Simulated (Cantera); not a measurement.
Charge: 1 mol Al₂O₃, 2.4 mol H₂O, equilibrated at 2500 Pa.

These are equilibrium values from Cantera (NASA tables, ideal gas, pure condensed phases), not measurements of a reactor. Candidate condensed phases: Al, Al₂O₃, H₂O; 19 gas species. Gases not in the tables: Al(OH)₃. Rates play no part.

Question: Which condensed phases are stable at each of these points (T (°C)): 1750, 1850, 1950, 2050, 2150, 2250, 2350?

Answer: 
| T (°C) | condensed phases | Al condensed (%) |
|---|---|---|
| 1750 | Al₂O₃(s) | 100.0 |
| 1850 | Al₂O₃(s) | 100.0 |
| 1950 | Al₂O₃(s) | 100.0 |
| 2050 | Al₂O₃(s) | 100.0 |
| 2150 | Al₂O₃(l) | 100.0 |
| 2250 | Al₂O₃(l) | 99.9 |
| 2350 | Al₂O₃(l) | 99.8 |

From 1750 °C to 2050 °C the condensed part is Al₂O₃(s). From 2150 °C to 2350 °C the condensed part is Al₂O₃(l).
